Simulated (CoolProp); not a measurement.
Vapour-liquid equilibrium of propane (1) + R134a (2) at 0.189 MPa; x and y are mole fractions of (1).

Model: multi-fluid Helmholtz-energy mixture model, Lemmon 2009 and Tillner-Roth 1994; pair parameters Bell 2016, in CoolProp.

| x | bubble temperature, mixture model (K) | bubble temperature, Raoult's law (K) | y, mixture model | y, Raoult's law |
|---|---|---|---|---|
| 0.05 | 253.1 | 260.7 | 0.317 | 0.084 |
| 0.125 | 246.1 | 259.4 | 0.522 | 0.201 |
| 0.2 | 243.0 | 258.1 | 0.602 | 0.308 |
| 0.275 | 241.7 | 256.8 | 0.636 | 0.405 |
| 0.35 | 241.1 | 255.6 | 0.651 | 0.494 |
| 0.425 | 240.9 | 254.4 | 0.658 | 0.574 |
| 0.5 | 240.8 | 253.2 | 0.661 | 0.648 |
| 0.575 | 240.8 | 252.1 | 0.665 | 0.715 |
| 0.65 | 240.7 | 251.0 | 0.671 | 0.777 |
| 0.725 | 240.8 | 249.9 | 0.685 | 0.833 |
| 0.8 | 241.0 | 248.8 | 0.713 | 0.884 |
| 0.875 | 241.8 | 247.8 | 0.765 | 0.931 |
| 0.95 | 243.7 | 246.9 | 0.870 | 0.973 |

The largest gap from Raoult's law is -15.1 K in bubble temperature, at x = 0.275. y crosses x between x = 0.65 and 0.725: the model has an azeotrope there.

The pair parameters rest on a limited set of measurements; away from them the model extrapolates. With so large a gap from Raoult's law the liquid may split in two, which this calculation doesn't test in full.
